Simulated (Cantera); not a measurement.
Hydrocarbon pyrolysis for carbon deposition

An isothermal, constant-pressure homogeneous reactor starts with C2H6 : N2 = 1 : 72 (molar parts), at 1000 K and 72000 Pa.

Detailed kinetics in Cantera: GRI-Mech 3.0 (53 species, 325 reactions). GRI-Mech 3.0 stops at C3 and has no aromatics, soot or wall deposition, so with more carbon than oxygen in the feed, carbon stays in small species such as C2H2 where larger ones or solid carbon would form.

```json
[
 {"t (s)": "0.000200", "x C2H6": "0.0137", "x CH4": "2.94e-10", "x CH3": "4.57e-9", "x C2H2": "<1e-12", "x HCN": "<1e-12", "x C2H": "<1e-12"},
 {"t (s)": "0.000422", "x C2H6": "0.0137", "x CH4": "1.26e-9", "x CH3": "9.02e-9", "x C2H2": "<1e-12", "x HCN": "<1e-12", "x C2H": "<1e-12"},
 {"t (s)": "0.000892", "x C2H6": "0.0137", "x CH4": "5.09e-9", "x CH3": "1.66e-8", "x C2H2": "<1e-12", "x HCN": "<1e-12", "x C2H": "<1e-12"},
 {"t (s)": "0.00188", "x C2H6": "0.0137", "x CH4": "1.90e-8", "x CH3": "2.68e-8", "x C2H2": "<1e-12", "x HCN": "<1e-12", "x C2H": "<1e-12"},
 {"t (s)": "0.00397", "x C2H6": "0.0137", "x CH4": "6.12e-8", "x CH3": "3.56e-8", "x C2H2": "1.07e-12", "x HCN": "<1e-12", "x C2H": "<1e-12"},
 {"t (s)": "0.00839", "x C2H6": "0.0137", "x CH4": "1.70e-7", "x CH3": "4.19e-8", "x C2H2": "3.84e-11", "x HCN": "<1e-12", "x C2H": "<1e-12"},
 {"t (s)": "0.0177", "x C2H6": "0.0137", "x CH4": "4.68e-7", "x CH3": "6.14e-8", "x C2H2": "9.80e-10", "x HCN": "<1e-12", "x C2H": "<1e-12"},
 {"t (s)": "0.0374", "x C2H6": "0.0136", "x CH4": "1.56e-6", "x CH3": "1.11e-7", "x C2H2": "1.73e-8", "x HCN": "<1e-12", "x C2H": "<1e-12"},
 {"t (s)": "0.0790", "x C2H6": "0.0135", "x CH4": "5.14e-6", "x CH3": "1.44e-7", "x C2H2": "1.81e-7", "x HCN": "<1e-12", "x C2H": "<1e-12"},
 {"t (s)": "0.167", "x C2H6": "0.0131", "x CH4": "1.35e-5", "x CH3": "1.43e-7", "x C2H2": "1.15e-6", "x HCN": "<1e-12", "x C2H": "<1e-12"},
 {"t (s)": "0.352", "x C2H6": "0.0123", "x CH4": "3.14e-5", "x CH3": "1.33e-7", "x C2H2": "5.63e-6", "x HCN": "<1e-12", "x C2H": "<1e-12"},
 {"t (s)": "0.744", "x C2H6": "0.0109", "x CH4": "6.85e-5", "x CH3": "1.16e-7", "x C2H2": "2.34e-5", "x HCN": "<1e-12", "x C2H": "<1e-12"},
 {"t (s)": "1.57", "x C2H6": "0.00828", "x CH4": "0.000142", "x CH3": "8.91e-8", "x C2H2": "8.30e-5", "x HCN": "<1e-12", "x C2H": "<1e-12"},
 {"t (s)": "3.32", "x C2H6": "0.00482", "x CH4": "0.000264", "x CH3": "5.60e-8", "x C2H2": "0.000238", "x HCN": "<1e-12", "x C2H": "<1e-12"},
 {"t (s)": "7.00", "x C2H6": "0.00198", "x CH4": "0.000408", "x CH3": "2.90e-8", "x C2H2": "0.000521", "x HCN": "<1e-12", "x C2H": "<1e-12"}
]
```
x: mole fraction; the columns are a selection and need not sum to one.

Equilibrium at this temperature and pressure: C2H6 9.92e-6, CH4 0.0146, CH3 1.10e-8, C2H2 0.000966, HCN 0.00783, C2H <1e-12 (gas phase only).
